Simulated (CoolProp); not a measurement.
Properties of propylene along the isobar 4.96 MPa.

Computed with CoolProp (reference Helmholtz-energy equation of state, Lemmon 2013).

| T (°C) | phase | Z | cv (kJ/(kg K)) | Joule-Thomson coefficient (K/MPa) |
|---|---|---|---|---|
| -103.85 | liquid | 0.2183 | ? | -0.5188 |
| -87.65 | liquid | 0.2047 | 1.338 | -0.5011 |
| -71.35 | liquid | ? | 1.345 | ? |
| -55.15 | liquid | 0.1845 | 1.361 | -0.4428 |
| -38.85 | liquid | ? | 1.387 | -0.3999 |
| -22.55 | liquid | 0.1713 | 1.419 | -0.3452 |
| -6.35 | liquid | 0.1669 | ? | -0.2752 |
| 9.95 | liquid | 0.1639 | 1.500 | -0.1820 |
| 26.15 | liquid | 0.1625 | 1.548 | -0.05368 |
| 42.45 | liquid | 0.1629 | ? | 0.1393 |
| 58.65 | liquid | 0.1660 | ? | 0.4632 |
| 74.95 | liquid | 0.1747 | 1.737 | 1.157 |
| 91.25 | supercritical | 0.2069 | 1.895 | ? |
| 107.45 | supercritical | 0.5403 | 1.894 | 12.37 |
| 123.75 | supercritical | 0.6464 | 1.864 | 10.01 |

Q: Some entries are withheld; supply them.

A: 
- -103.85, cv (kJ/(kg K)): 1.344
- -71.35, Z: 0.1935
- -71.35, Joule-Thomson coefficient (K/MPa): -0.4760
- -38.85, Z: 0.1771
- -6.35, cv (kJ/(kg K)): 1.457
- 42.45, cv (kJ/(kg K)): 1.601
- 58.65, cv (kJ/(kg K)): 1.661
- 91.25, Joule-Thomson coefficient (K/MPa): 4.159
